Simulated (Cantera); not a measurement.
A closed system holds: 1 mol Si2H6, 1.3 mol O3, 1.2 mol N2, at 0.000300 bar.

Equilibrium computed with Cantera from the NASA thermochemical tables; the gas is ideal and each condensed phase is pure. Candidate condensed phases: H2O, Si, SiO2, Si2N2O, Si3N4; 35 gas species. The feed counts by its element totals alone. N2 is the only nitrogen source here; it is nearly inert below about 1500 K, so the nitride shown seldom forms there in practice. Mutual solubility and eutectic melting of coexisting phases are not modelled. The tables hold silica as quartz up to 1696 K and as liquid above; real silica turns to tridymite and cristobalite and melts near 1996 K. Rates play no part.

What share of the Si ends up in condensed phases as a function of T (K), at 1350, 1450, 1550, 1650, 1750, 1850, 1950, 2050?


```
T (K)  Si condensed (%)                          as
-----  ----------------  --------------------------
1350               99.6  SiO2(β-quartz) + Si2N2O(s)
1450               95.0              SiO2(β-quartz)
1550               94.9              SiO2(β-quartz)
1650               93.5              SiO2(β-quartz)
1750               88.0             SiO2(condensed)
1850               73.5             SiO2(condensed)
1950               44.5             SiO2(condensed)
2050                1.6                     SiO2(l)
```
